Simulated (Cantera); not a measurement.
An isothermal, constant-pressure homogeneous reactor starts with 53.5 % N2O, 46.5 % N2, at 1325 K and 4.28 Torr.

Cantera simulation using GRI-Mech 3.0 (53 species, 325 reactions); the numbers are that mechanism's predictions, not measurements. GRI-Mech 3.0 was tuned for natural gas; its chemistry of N2O as a main component is partial and can be far from experiment. Radical loss at walls, strong at low pressure, is not modelled. The mechanism lacks the step 2 NO + O2 → 2 NO2, which can matter for NO2 below about 1400 K. The temperature is held fixed by assumption; the heat of reaction is taken as removed at once.

**Question.** Predict: x(N2O) at 7.00 s; x(O) at 7.00 s; x(NO) at 7.00 s; x(NO2) at 7.00 s; x(O2) at 7.00 s; x(N2) at 7.00 s.

**Answer.** 
| Quantity | Value |
|---|---|
| x(N2O) at 7.00 s | 0.413 (gas-phase equilibrium 2.32e-9) |
| x(O) at 7.00 s | 1.05e-5 (gas-phase equilibrium 1.69e-6) |
| x(NO) at 7.00 s | 0.0154 (gas-phase equilibrium 0.000468) |
| x(NO2) at 7.00 s | 1.04e-6 (gas-phase equilibrium 3.46e-7) |
| x(O2) at 7.00 s | 0.0404 (gas-phase equilibrium 0.211) |
| x(N2) at 7.00 s | 0.531 (gas-phase equilibrium 0.789) |
